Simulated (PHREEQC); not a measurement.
Synthetic water in mg/L, 25 °C, pH 6.81, pe -0.3: Na 4.55; K 0.0452; Ca 10.8; Mg 1.02; Cl 12.6; S(6) as SO4 0.802; Alkalinity as HCO3 28.2; Mn(2) 0.0642; Sr 0.00973; Si as SiO2 0.0594; B 0.0257; Li 0.00362; Zn 0.0092.

Cl is adjusted to close the charge balance.
Valence states are taken as typed.

The numbers come from PHREEQC with the ion-association model, phreeqc.dat.

| quantity | before | after |
|---|---|---|
| CO2 (mol/kgw) | 0.000154 | 0.000226 |
| CaHCO3+ (mol/kgw) | 1.35e-6 | 8.51e-7 |
| CaSO4 (mol/kgw) | 2.82e-7 | 2.45e-7 |
| CO3-2 (mol/kgw) | 1.56e-7 | 9.26e-8 |
| Zn+2 (mol/kgw) | 1.30e-7 | 1.32e-7 |
| MgSO4 (mol/kgw) | 5.79e-8 | 3.40e-8 |
| SI of Rhodochrosite (MnCO3) | -1.76 | -2.06 |
| SI of Quartz (SiO2) | -2.02 | -1.71 |

Task: Which change was made?
A) pH from 6.81 to 7.81 at the same alkalinity
B) pH from 6.81 to 7.31 at the same alkalinity
C) B from 0.0257 to 0.0514 mg/L
D) temperature from 25 to 5 °C at the same typed pH

Result: D, temperature from 25 to 5 °C at the same typed pH

This is a speciation only: nothing precipitates in the calculation. Constants without temperature data keep their 25 °C values here.
